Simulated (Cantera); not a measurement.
Input (Python, Cantera) and output of one run.

```python
import numpy as np
import cantera as ct

gas_names = [...]  # 151 gases of nasa_gas.yaml made of C, H, N, O, Si
cond_names = """
    C(gr) C6H6(L) C7H8(L) C8H18(L),n-octa H2O(s) H2O(L) Si(cr) Si(L) SiC(b) SiO2(Lqz) SiO2(hqz) SiO2(L)
    Si2N2O(s) Si3N4(a)
""".split()


# ... load() reads the species with a 1 bar reference pressure and builds the phases ...
atoms = {
    'Si3N4': {'Si': 3, 'N': 4},
    'CO2': {'C': 1, 'O': 2},
    'H2': {'H': 2},
    'O2': {'O': 2},
}
top_T = {'C(gr)': 4500, 'SiC(b)': 3050, 'Si2N2O(s)': 2100, 'Si3N4(a)': 2400}  # K; cautious upper limits of use, not melting points


# ... equilibrate(T, P, feed) seeds the gas with the atoms and calls Mixture.equilibrate('TP', solver="vcs", rtol=1e-11, max_steps=5000) ...
results = []
feed = {'Si3N4': 1, 'CO2': 0.15, 'H2': 6.3, 'O2': 0.012}  # mol
P = 10000  # Pa
for T in [1425, 1475, 1525, 1575, 1625, 1675, 1725, 1775, 1825, 1875, 1925, 1975, 2025, 2075]:
    mix = equilibrate(T, P, feed)
    results.append((T, P, feed, dict(zip(mix.species_names, mix.species_moles))))
    x = sorted(zip(gas.X, gas.species_names), reverse=True)
    print(f"T = {T:g} K  P = {P:g} Pa  gas = {mix.phase_moles(0):.4g} mol")
    print("   x: " + "  ".join(f"{s} {v:.3e}" for v, s in x if v > 1e-05))
    print("   condensed (mol): " + ("  ".join(f"{mix.phase(i).name} {mix.phase_moles(i):.4g}"
          for i in range(1, mix.n_phases) if mix.phase_moles(i) > 1e-12) or "none"))
```

It prints:

```
T = 1425 K  P = 10000 Pa  gas = 6.507 mol
   x: H2 9.680e-01  N2 3.187e-02  CH4 8.816e-05  HCN 2.656e-05  H 2.122e-05
   condensed (mol): SiC(b) 0.1492  Si2N2O(s) 0.3239  Si3N4(a) 0.7343
T = 1475 K  P = 10000 Pa  gas = 6.508 mol
   x: H2 9.680e-01  N2 3.189e-02  CH4 4.151e-05  H 4.035e-05  HCN 2.366e-05  CO 1.280e-05
   condensed (mol): SiC(b) 0.1495  Si2N2O(s) 0.3239  Si3N4(a) 0.7342
T = 1525 K  P = 10000 Pa  gas = 6.508 mol
   x: H2 9.680e-01  N2 3.190e-02  H 7.360e-05  HCN 2.124e-05  CH4 2.055e-05  CO 1.934e-05
   condensed (mol): SiC(b) 0.1496  Si2N2O(s) 0.3238  Si3N4(a) 0.7342
T = 1575 K  P = 10000 Pa  gas = 6.508 mol
   x: H2 9.679e-01  N2 3.191e-02  H 1.293e-04  CO 2.846e-05  SiO 1.924e-05  HCN 1.922e-05  CH4 1.065e-05
   condensed (mol): SiC(b) 0.1496  Si2N2O(s) 0.3237  Si3N4(a) 0.7343
T = 1625 K  P = 10000 Pa  gas = 6.509 mol
   x: H2 9.677e-01  N2 3.191e-02  H 2.195e-04  SiO 7.437e-05  CO 4.091e-05  HCN 1.750e-05
   condensed (mol): SiC(b) 0.1496  Si2N2O(s) 0.3232  Si3N4(a) 0.7345
T = 1675 K  P = 10000 Pa  gas = 6.511 mol
   x: H2 9.673e-01  N2 3.196e-02  H 3.611e-04  SiO 2.645e-04  CO 5.760e-05  HCN 1.606e-05
   condensed (mol): SiC(b) 0.1495  Si2N2O(s) 0.3219  Si3N4(a) 0.735
T = 1725 K  P = 10000 Pa  gas = 6.518 mol
   x: H2 9.663e-01  N2 3.212e-02  SiO 8.709e-04  H 5.773e-04  CO 7.982e-05  HCN 1.489e-05  SiH2 1.391e-05
   condensed (mol): SiC(b) 0.1494  Si2N2O(s) 0.3178  Si3N4(a) 0.7364
T = 1775 K  P = 10000 Pa  gas = 6.71 mol
   x: H2 9.384e-01  N2 5.821e-02  SiO 2.199e-03  H 8.866e-04  CO 1.958e-04  HCN 2.720e-05  SiH2 2.349e-05  Si 2.195e-05
   condensed (mol): Si(L) 0.2685  SiC(b) 0.1485  Si2N2O(s) 0.3079  Si3N4(a) 0.6507
T = 1825 K  P = 10000 Pa  gas = 7.307 mol
   x: H2 8.615e-01  N2 1.316e-01  SiO 4.838e-03  H 1.293e-03  CO 5.896e-04  HCN 6.286e-05  Si 4.548e-05  SiH2 3.068e-05  SiH 1.418e-05
   condensed (mol): Si(L) 1.12  SiC(b) 0.1452  Si2N2O(s) 0.2843  Si3N4(a) 0.3768
T = 1875 K  P = 10000 Pa  gas = 8.239 mol
   x: H2 7.637e-01  N2 2.188e-01  SiO 1.326e-02  CO 2.175e-03  H 1.811e-03  HCN 1.193e-04  Si 9.058e-05  SiH2 3.795e-05  SiH 2.320e-05
   condensed (mol): Si(L) 2.365  SiC(b) 0.131  Si2N2O(s) 0.1968
T = 1925 K  P = 10000 Pa  gas = 8.637 mol
   x: H2 7.280e-01  N2 2.315e-01  SiO 3.081e-02  CO 6.697e-03  H 2.579e-03  HCN 1.830e-04  Si 1.740e-04  SiH2 4.960e-05  SiH 3.823e-05  Si2N 1.171e-05
   condensed (mol): Si(L) 2.641  SiC(b) 0.09045
T = 1975 K  P = 10000 Pa  gas = 8.643 mol
   x: H2 7.268e-01  N2 2.312e-01  SiO 2.920e-02  CO 8.288e-03  H 3.689e-03  Si 3.232e-04  HCN 2.732e-04  SiH2 6.682e-05  SiH 6.273e-05  Si2N 1.828e-05  HNC 1.483e-05  SiN 1.359e-05
   condensed (mol): Si(L) 2.667  SiC(b) 0.07577
T = 2025 K  P = 10000 Pa  gas = 8.652 mol
   x: H2 7.252e-01  N2 2.309e-01  SiO 2.741e-02  CO 1.003e-02  H 5.183e-03  Si 5.822e-04  HCN 3.995e-04  SiH 1.004e-04  SiH2 8.861e-05  Si2N 2.786e-05  HNC 2.374e-05  SiN 2.171e-05  Si2C 1.771e-05
   condensed (mol): Si(L) 2.696  SiC(b) 0.05933
T = 2075 K  P = 10000 Pa  gas = 8.665 mol
   x: H2 7.229e-01  N2 2.305e-01  SiO 2.550e-02  CO 1.189e-02  H 7.162e-03  Si 1.019e-03  HCN 5.729e-04  SiH 1.568e-04  SiH2 1.158e-04  Si2N 4.158e-05  Si2C 3.786e-05  HNC 3.712e-05  SiN 3.389e-05  Si2 1.256e-05
   condensed (mol): Si(L) 2.725  SiC(b) 0.0413
```

Cantera equilibrium calculation (NASA polynomials, part measured and part estimated; ideal gas, pure solids and liquids). Mutual solubility and eutectic melting of coexisting phases are not modelled. The tables' values for SiN are old estimates; treat these amounts as uncertain. Gases not in the tables: Si2H6 and higher silanes.
